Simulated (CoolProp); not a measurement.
Model: reference Helmholtz-energy equation of state, Gao 2022, in CoolProp.

Q: Give the vapour pressure (MPa), liquid density (kg/m³), vapour density (kg/m³), enthalpy of vaporisation (kJ/kg) of saturated n-perfluorohexane at 317.6 K.

A: 
```csv
T (K),p (MPa),liquid density (kg/m³),vapour density (kg/m³),enthalpy of vaporisation (kJ/kg)
317.6,0.0646,1620,8.65,88.0
```
